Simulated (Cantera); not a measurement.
An isothermal, constant-pressure homogeneous reactor starts with CH₄ : CO₂ : H₂ = 1 : 1.4 : 0.23 (molar parts), at 2125 K and 5.43 atm.

Model: GRI-Mech 3.0 (53 species, 325 reactions), integrated in Cantera.

x: mole fraction; the columns are a selection and need not sum to one.

```tsv
t (s)	x CH₄	x CO₂	x H₂	x O₂	x OH	x CH₃
0.000500	0.0127	0.0670	0.250	2.80e-8	8.72e-5	(withheld)
0.00126	0.00999	0.0461	0.304	1.42e-8	5.89e-5	(withheld)
0.00316	0.00646	0.0303	0.357	6.90e-9	3.79e-5	(withheld)
0.00793	0.00305	0.0208	0.394	3.71e-9	2.59e-5	(withheld)
0.0199	0.000599	0.0172	0.409	2.68e-9	2.13e-5	(withheld)
0.0501	1.70e-6	0.0169	0.411	2.59e-9	2.09e-5	(withheld)
0.126	3.04e-7	0.0169	0.411	2.59e-9	2.09e-5	1.43e-8
0.316	3.04e-7	0.0169	0.411	2.59e-9	2.09e-5	1.43e-8
0.795	3.04e-7	0.0169	0.411	2.59e-9	2.09e-5	1.43e-8
2.00	3.04e-7	0.0169	0.411	2.59e-9	2.09e-5	1.43e-8
5.02	3.04e-7	0.0169	0.411	2.59e-9	2.09e-5	1.43e-8
12.6	3.04e-7	0.0169	0.411	2.59e-9	2.09e-5	1.43e-8
31.7	3.04e-7	0.0169	0.411	2.59e-9	2.09e-5	1.43e-8
79.6	3.04e-7	0.0169	0.411	2.59e-9	2.09e-5	1.43e-8
200	3.04e-7	0.0169	0.411	2.59e-9	2.09e-5	1.43e-8
```

Some entries are withheld; supply them.


- 0.000500, x CH₃: 0.000809
- 0.00126, x CH₃: 0.000561
- 0.00316, x CH₃: 0.000330
- 0.00793, x CH₃: 0.000147
- 0.0199, x CH₃: 2.81e-5
- 0.0501, x CH₃: 7.97e-8
